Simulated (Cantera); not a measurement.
Cantera run:

```python
import numpy as np
import cantera as ct

gas_names = """
    H HO2 H2 H2O H2O2 O OH O2 O3 Pb PbO Pb2
""".split()
cond_names = """
    H2O(s) H2O(L) Pb(cr) Pb(L) PbO(rd) PbO(yw) PbO(L) PbO2(s) Pb3O4(s)
""".split()


# ... load() reads the species with a 1 bar reference pressure and builds the phases ...
atoms = {
    'PbO': {'Pb': 1, 'O': 1},
    'H2': {'H': 2},
}
top_T = {'Pb3O4(s)': 820}  # K; cautious upper limits of use, not melting points


# ... equilibrate(T, P, feed) seeds the gas with the atoms and calls Mixture.equilibrate('TP', solver="vcs", rtol=1e-11, max_steps=5000) ...
results = []
feed = {'PbO': 1, 'H2': 58}  # mol
P = 8300  # Pa
for T in [625, 725, 825, 925, 1025, 1125, 1225, 1325, 1425, 1525, 1625, 1725, 1825]:
    mix = equilibrate(T, P, feed)
    results.append((T, P, feed, dict(zip(mix.species_names, mix.species_moles))))

top = {s: max(r[3][s] / sum(r[3][g] for g in gas_names) for r in results) for s in gas_names}
cols = sorted((s for s in top if top[s] > 0.0001), key=lambda s: -top[s])[:5]
seen = [c for c in cond_names if any(r[3].get(c, 0) > 1e-12 for r in results)]
print("log10 of partial pressures in bar; condensed amounts in mol")
print(f"{'T/K':>10s}" + "".join(f"{s[:9]:>10s}" for s in cols + seen))
for T, P, feed, n in results:
    ng = sum(n[g] for g in gas_names)
    print(f"{T:10.4g}" + "".join(f"{np.log10(max(n[s] / ng * P / 1e5, 1e-99)):10.3f}" for s in cols)
          + "".join(f"{n.get(c, 0):10.4g}" for c in seen))
```

Result:

```
log10 of partial pressures in bar; condensed amounts in mol
       T/K        H2       H2O        Pb         H     Pb(L)
       625    -1.088    -2.844   -10.632   -16.114         1
       725    -1.088    -2.844    -8.472   -13.574         1
       825    -1.088    -2.844    -6.843   -11.645    0.9999
       925    -1.088    -2.844    -5.573   -10.129    0.9981
      1025    -1.089    -2.844    -4.556    -8.905    0.9806
      1125    -1.089    -2.845    -3.723    -7.897    0.8675
      1225    -1.093    -2.849    -3.029    -7.053    0.3395
      1325    -1.096    -2.852    -2.852    -6.334         0
      1425    -1.096    -2.852    -2.852    -5.714         0
      1525    -1.096    -2.852    -2.852    -5.174         0
      1625    -1.096    -2.852    -2.852    -4.699         0
      1725    -1.096    -2.852    -2.852    -4.279         0
      1825    -1.097    -2.852    -2.852    -3.904         0
```

Equilibrium computed with Cantera from the NASA thermochemical tables; the gas is ideal and each condensed phase is pure.
